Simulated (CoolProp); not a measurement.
Values from CoolProp's reference Helmholtz-energy equation of state, Tillner-Roth 1997.

Task: For CH2F2 (R32), give the phase and the cp (kJ/(kg K)), Joule-Thomson coefficient (K/MPa), isothermal compressibility (1/MPa) at 65.45 °C and 127 bar; 94.35 °C and 127 bar.

Result: 
- 65.45 °C and 127 bar: liquid; cp 2.00, Joule-Thomson coefficient 0.428, isothermal compressibility 0.0102
- 94.35 °C and 127 bar: supercritical; cp 2.51, Joule-Thomson coefficient 1.33, isothermal compressibility 0.0295
